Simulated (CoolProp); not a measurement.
A single-stage vapour-compression cycle with R236FA: evaporating at 262.15 K (dew point), condensing at 323.15 K (bubble point), superheat 0 K, subcooling 5 K, compressor efficiency 0.85, no pressure losses. Each further row changes one setting.

The numbers come from the reference Helmholtz-energy equation of state, Pan 2012 in CoolProp.

| case | cooling COP | pressure ratio | discharge temperature (K) | refrigerating effect (kJ/kg) | volumetric capacity (kJ/m³) |
|---|---|---|---|---|---|
| as stated | 2.65 | 8.70 | 323.2 | 95.3 | 462 |
| evaporating temperature 267.15 K | 3.04 | 6.97 | 323.2 | 98.8 | ? |
| condensing temperature 318.15 K | 3.02 | 7.55 | 318.2 | 102 | 493 |
| subcooling 10 K | ? | 8.70 | 323.2 | 102 | 493 |
| superheat 10 K | 2.72 | 8.70 | ? | 103 | 479 |
| compressor efficiency 0.75 | ? | 8.70 | 323.2 | 95.3 | 462 |

Q: Complete the blanks.

A: 
- evaporating temperature 267.15 K, volumetric capacity (kJ/m³): 590
- subcooling 10 K, cooling COP: 2.83
- superheat 10 K, discharge temperature (K): 328.1
- compressor efficiency 0.75, cooling COP: 2.34

The compression ends wet for: as stated; evaporating temperature 267.15 K; condensing temperature 318.15 K; subcooling 10 K; compressor efficiency 0.75.
